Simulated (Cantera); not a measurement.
## Equilibrium for boron, boron nitride and boron oxide: borazine + H2

A closed system holds: 1 mol borazine, 1.2 mol H2, held at 0.000280 bar.

Method: chemical equilibrium by Gibbs-energy minimisation in Cantera with the NASA 1993 tables (ideal gas, pure condensed phases). Candidate condensed phases: B, BN; 15 gas species. The feed counts by its element totals alone. Mutual solubility and eutectic melting of coexisting phases are not modelled. The tables' values for BH2 are old estimates; treat these amounts as uncertain. Rates play no part.

| T (K) | x H2 | x H | x N2 | x BH2 | x B | x BH3 | x BH | n BN(s) | n B(s) |
|---|---|---|---|---|---|---|---|---|---|
| 1025 | 1.00 | 2.60e-7 | 1.63e-10 | 2.22e-10 | <1e-12 | 1.05e-10 | <1e-12 | 3.00 | 0 |
| 1075 | 1.000 | 8.77e-7 | 7.51e-10 | 1.18e-9 | <1e-12 | 3.22e-10 | <1e-12 | 3.00 | 0 |
| 1125 | 1.000 | 2.66e-6 | 3.11e-9 | 5.36e-9 | <1e-12 | 8.76e-10 | <1e-12 | 3.00 | 0 |
| 1175 | 1.000 | 7.33e-6 | 1.16e-8 | 2.11e-8 | <1e-12 | 2.16e-9 | <1e-12 | 3.00 | 0 |
| 1225 | 1.000 | 1.86e-5 | 3.94e-8 | 7.38e-8 | <1e-12 | 4.93e-9 | <1e-12 | 3.00 | 0 |
| 1275 | 1.000 | 4.41e-5 | 1.22e-7 | 2.33e-7 | <1e-12 | 1.05e-8 | 2.32e-12 | 3.00 | 0 |
| 1325 | 1.000 | 9.77e-5 | 3.47e-7 | 6.73e-7 | 9.96e-12 | 2.09e-8 | 1.59e-11 | 3.00 | 0 |
| 1375 | 1.000 | 0.000205 | 9.17e-7 | 1.79e-6 | 8.83e-11 | 3.97e-8 | 9.46e-11 | 3.00 | 0 |
| 1425 | 1.000 | 0.000408 | 2.36e-6 | 4.36e-6 | 6.57e-10 | 7.02e-8 | 4.84e-10 | 3.00 | 0 |
| 1475 | 0.999 | 0.000775 | 9.87e-6 | 7.59e-6 | 3.24e-9 | 9.08e-8 | 1.69e-9 | 3.00 | 0 |
| 1525 | 0.999 | 0.00141 | 3.75e-5 | 1.27e-5 | 1.44e-8 | 1.15e-7 | 5.41e-9 | 3.00 | 0 |
| 1575 | 0.997 | 0.00248 | 0.000131 | 2.06e-5 | 5.80e-8 | 1.44e-7 | 1.61e-8 | 3.00 | 0.00101 |
| 1625 | 0.995 | 0.00421 | 0.000422 | 3.24e-5 | 2.15e-7 | 1.77e-7 | 4.46e-8 | 3.00 | 0.00342 |
x: gas mole fraction; n: condensed amount in mol.

From 1025 K to 1525 K the condensed part is BN(s). From 1575 K to 1625 K the condensed part is B(s) + BN(s).
